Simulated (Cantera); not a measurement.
Low-pressure radical oxidation in H2/O2

An isothermal, constant-pressure homogeneous reactor starts with H2 : O2 = 0.013 : 1 (molar parts), equivalence ratio 0.0065, at 1073 K and 0.00340 bar.

Model: GRI-Mech 3.0 (53 species, 325 reactions), integrated in Cantera. Radical loss at walls, strong at low pressure, is not modelled.

| t (s) | x H2 | x O2 | x H2O2 | x O | x H2O | x OH | x H |
|---|---|---|---|---|---|---|---|
| 4.00e-6 | 0.0128 | 0.987 | <1e-12 | <1e-12 | <1e-12 | <1e-12 | <1e-12 |
| 1.44e-5 | 0.0128 | 0.987 | <1e-12 | <1e-12 | <1e-12 | <1e-12 | 2.84e-12 |
| 5.20e-5 | 0.0128 | 0.987 | <1e-12 | <1e-12 | <1e-12 | <1e-12 | 9.68e-12 |
| 0.000188 | 0.0128 | 0.987 | <1e-12 | 9.20e-12 | <1e-12 | 8.91e-12 | 2.90e-11 |
| 0.000677 | 0.0128 | 0.987 | <1e-12 | 8.37e-11 | 1.56e-11 | 7.47e-11 | 6.80e-11 |
| 0.00244 | 0.0128 | 0.987 | <1e-12 | 6.81e-10 | 3.82e-10 | 4.88e-10 | 1.92e-10 |
| 0.00881 | 0.0128 | 0.987 | <1e-12 | 1.57e-8 | 1.69e-8 | 9.41e-9 | 2.86e-9 |
| 0.0318 | 0.0126 | 0.987 | 1.88e-10 | 0.000149 | 0.000177 | 8.67e-5 | 2.72e-5 |
| 0.115 | 7.16e-5 | 0.976 | 6.30e-9 | 0.00995 | 0.0120 | 0.000641 | 0.000932 |
| 0.413 | 5.41e-5 | 0.979 | 6.25e-9 | 0.00767 | 0.0122 | 0.000560 | 0.000626 |
| 1.49 | 2.58e-5 | 0.983 | 6.27e-9 | 0.00359 | 0.0126 | 0.000387 | 0.000202 |
| 5.38 | 5.39e-6 | 0.986 | 5.38e-9 | 0.000745 | 0.0128 | 0.000178 | 1.91e-5 |
| 19.4 | 6.19e-7 | 0.987 | 3.00e-9 | 8.62e-5 | 0.0129 | 6.06e-5 | 7.55e-7 |
| 70.0 | 6.70e-8 | 0.987 | 9.40e-10 | 9.41e-6 | 0.0129 | 2.01e-5 | 2.73e-8 |
x: mole fraction; the columns are a selection and need not sum to one.

Equilibrium at this temperature and pressure: H2 1.49e-10, O2 0.987, H2O2 5.04e-12, O 2.13e-8, H2O 0.0129, OH 9.56e-7, H 2.96e-12 (gas phase only).
